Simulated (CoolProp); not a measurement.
The fluid at 329.12 K and 0.324 MPa is compressed adiabatically to 1.84 MPa with isentropic efficiency 0.9. The same conditions are run with several fluids, on thermodynamics alone (safety and materials aside).

Model: reference Helmholtz-energy equation of state of each fluid (R245fa: Akasaka 2015; fluoroethane (R161): Wu 2012; R143a: Lemmon and Jacobsen 2000; dry air: Lemmon 2000; CF4 (R14): Platzer 1990), in CoolProp. The equations of Platzer and Polt are older, rougher fits. Blends and air are pseudo-pure fits.

| fluid | work (kJ/kg) | final temperature (K) | final phase | final density (kg/m³) |
|---|---|---|---|---|
| R245fa | 34.6 | ? | two-phase, vapour fraction 0.992 | 113 |
| fluoroethane (R161) | 116 | 418.9 | gas | 28.0 |
| R143a | ? | ? | gas | ? |
| dry air | ? | 560.3 | gas | ? |
| CF4 (R14) | ? | 416.4 | gas | ? |

Task: Complete the blanks.

Result: 
- R245fa, final temperature (K): 390.8
- R143a, work (kJ/kg): 63.9
- R143a, final temperature (K): 400.9
- R143a, final density (kg/m³): 52.3
- dry air, work (kJ/kg): 236
- dry air, final density (kg/m³): 11.4
- CF4 (R14), work (kJ/kg): 66.3
- CF4 (R14), final density (kg/m³): 47.3
